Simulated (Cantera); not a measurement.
Cantera run, input and output.

```python
import numpy as np
import cantera as ct

surf = ct.Interface("diamond.yaml", "diamond_100")
gas, bulk = surf.adjacent["gas"], surf.adjacent["diamond"]
k = surf.kinetics_species_index(bulk.species_names[0])
cover = ["c6HH", "c6H*", "c6*H", "c6**", "c6HM", "c6B"]

rows, drift = [], 0.0
print(f"{'xH':>10s}{'um/h':>11s}" + "".join(f"{s:>11s}" for s in cover))
for v in [0.0001, 0.00026, 0.00066, 0.0017, 0.0043, 0.011, 0.028, 0.072, 0.18]:
    T, P, xH, xCH3 = 950, 4600, v, 0.0003
    gas.TPX = T, P, {"H": xH, "CH3": xCH3, "CH4": 0.015, "H2": 1 - xH - xCH3 - 0.015}
    surf.TP = bulk.TP = T, P
    surf.coverages = "c6H*:0.1, c6HH:0.9"
    surf.advance_coverages(100.0)
    before = surf.coverages
    surf.advance_coverages(100.0)
    drift = max(drift, np.max(np.abs(surf.coverages - before) / (surf.coverages + 1e-9)))
    rate = surf.net_production_rates[k] * bulk.mean_molecular_weight / bulk.density * 3.6e9
    rows.append([rate, *surf[cover].coverages])
    print(f"{v:10.4g}{rate:11.4e}" + "".join(f"{x:11.3e}" for x in rows[-1][1:]))
```

Output:

```
        xH       um/h       c6HH       c6H*       c6*H       c6**       c6HM        c6B
    0.0001 1.2248e+00  2.916e-01  5.718e-03  1.358e-01  1.216e-03  4.340e-01  3.324e-09
   0.00026 2.3772e+00  3.795e-01  7.926e-03  1.882e-01  2.558e-03  3.235e-01  6.451e-09
   0.00066 3.6886e+00  4.818e-01  1.036e-02  2.460e-01  4.160e-03  1.976e-01  1.001e-08
    0.0017 4.7270e+00  5.629e-01  1.228e-02  2.912e-01  5.455e-03  9.825e-02  1.283e-08
    0.0043 5.3007e+00  6.076e-01  1.334e-02  3.160e-01  6.177e-03  4.355e-02  1.438e-08
     0.011 5.5716e+00  6.286e-01  1.390e-02  3.276e-01  6.524e-03  1.789e-02  1.512e-08
     0.028 5.6889e+00  6.374e-01  1.426e-02  3.323e-01  6.684e-03  7.174e-03  1.544e-08
     0.072 5.7483e+00  6.409e-01  1.474e-02  3.339e-01  6.790e-03  2.817e-03  1.560e-08
      0.18 5.8043e+00  6.422e-01  1.574e-02  3.336e-01  6.930e-03  1.135e-03  1.575e-08
```

Computed with Cantera and the Harris–Goodwin 1993 mechanism for the reconstructed diamond (100) surface.
